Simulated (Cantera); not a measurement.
Input: 1 mol HMDSO, 4.1 mol H₂O, 18 mol H₂, 0.36 mol O₃, held at 525 K and 0.105 Torr.

These are equilibrium values from Cantera (NASA tables, ideal gas, pure condensed phases), not measurements of a reactor. Candidate condensed phases: C, C₆H₆, C₇H₈, C₈H₁₈, H₂O, Si, SiC, SiO₂; 123 gas species. The feed counts by its element totals alone. Kinetics and transport are ignored.

Base state: H₂ 0.832, CH₄ 0.0959, H₂O 0.0673, CO₂ 0.00426, CO 0.000605 (mole fractions); condensed: C(graphite) + SiO₂(α-quartz).

Problem. What changes in the equilibrium state with this change: pressure from 0.105 Torr to 0.0450 Torr?

Solution. 
```csv
species,before,after
H₂,0.832,0.887
H₂O,0.0673,0.0585
CH₄,0.0959,0.0467
CO,0.000605,0.00115
CO₂,0.00426,0.00660
"C(graphite), mol",3.13,4.37
"SiO₂(α-quartz), mol",2.00,2.00
```
